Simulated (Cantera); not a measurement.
SiC + Si + N2 (sublimation and decomposition of ceramics)

A closed system holds: 1 mol SiC, 0.014 mol Si, 0.014 mol N2, at 1100 Pa.

These are equilibrium values from Cantera (NASA tables, ideal gas, pure condensed phases), not measurements of a reactor. Candidate condensed phases: C, Si, SiC, Si3N4; 20 gas species. N2 is the only nitrogen source here; it is nearly inert below about 1500 K, so the nitride shown seldom forms there in practice. Mutual solubility and eutectic melting of coexisting phases are not modelled. The tables' values for SiN are old estimates; treat these amounts as uncertain. Rates play no part.

```tsv
T (K)	x N2	x Si	x SiC2	x Si2C	x Si2	n SiC(s)	n Si3N4(s)	n Si(l)	n C(graphite)
1450	1.00	3.76e-9	<1e-12	3.81e-12	<1e-12	1.00	0.00467	0	0
1600	1.000	8.02e-7	4.21e-11	2.54e-9	1.81e-10	1.00	0.00467	0	0
1750	1.000	6.72e-5	1.08e-9	5.43e-7	1.71e-7	1.00	0.00467	0	0
1900	0.999	0.00115	4.00e-8	2.01e-5	9.21e-6	1.00	0	0.0140	0
2050	0.992	0.00703	1.57e-6	0.000237	8.19e-5	1.000	0	0.0139	0
2200	0.963	0.0335	3.71e-5	0.00197	0.000537	1.000	0	0.0134	0
2350	0.850	0.131	0.000578	0.0124	0.00275	1.000	0	0.0115	0
2500	0.500	0.415	0.00668	0.0594	0.0107	0.998	0	0	0
2650	0.328	0.415	0.161	0.0853	0.00456	0.982	0	0	0.000773
2800	0.0137	0.584	0.325	0.0672	0.00421	0	0	0	0.298
```
x: gas mole fraction; n: condensed amount in mol.

From 1450 K to 1750 K the condensed part is SiC(s) + Si3N4(s). From 1900 K to 2350 K the condensed part is Si(l) + SiC(s). At 2500 K the condensed part is SiC(s). At 2650 K the condensed part is C(graphite) + SiC(s). At 2800 K the condensed part is C(graphite).
